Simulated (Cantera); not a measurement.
An adiabatic, constant-pressure homogeneous reactor starts with H₂ : O₂ : N₂ = 1 : 1.16 : 4.37 (molar parts), at 1523 K and 760 Torr. Integrator tolerance rtol = 1e-08.

Computed with Cantera and GRI-Mech 3.0 (53 species, 325 reactions).

Q: What does this change do: constant volume in place of constant pressure?

A: 
```
quantity                                                            before                                    after
---------------------------------  ---------------------------------------  ---------------------------------------
time of steepest temperature rise                                  13.6 µs                                  13.5 µs
temperature at 0.300 s                                              2458 K                                   2605 K
equilibrium temperature                                             2458 K                                   2605 K
x(H₂) at 0.300 s                   0.00240 (gas-phase equilibrium 0.00240)  0.00375 (gas-phase equilibrium 0.00375)
x(O₂) at 0.300 s                     0.0981 (gas-phase equilibrium 0.0981)    0.0945 (gas-phase equilibrium 0.0945)
x(H₂O) at 0.300 s                      0.155 (gas-phase equilibrium 0.155)      0.151 (gas-phase equilibrium 0.151)
x(N₂O) at 0.300 s                  7.39e-7 (gas-phase equilibrium 7.39e-7)  1.17e-6 (gas-phase equilibrium 1.17e-6)
x(O) at 0.300 s                    0.00368 (gas-phase equilibrium 0.00368)  0.00578 (gas-phase equilibrium 0.00578)
x(NO) at 0.300 s                     0.0139 (gas-phase equilibrium 0.0139)    0.0175 (gas-phase equilibrium 0.0175)
```
